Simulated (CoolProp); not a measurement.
Model: reference Helmholtz-energy equation of state, Zhou 2011, in CoolProp.

Question: Give the vapour pressure (MPa), liquid cp (kJ/(kg K)), surface tension (mN/m) of saturated dimethyl carbonate at 137.65, 149.85, 210.85 °C.

Answer: 
```
T (°C)  p (MPa)  liquid cp (kJ/(kg K))  surface tension (mN/m)
------  -------  ---------------------  ----------------------
137.65    0.376                   2.09                    12.9
149.85    0.499                   2.13                    11.4
210.85     1.62                   2.42                    4.89
```

Surface tension comes from a separate correlation (Mulero 2014).
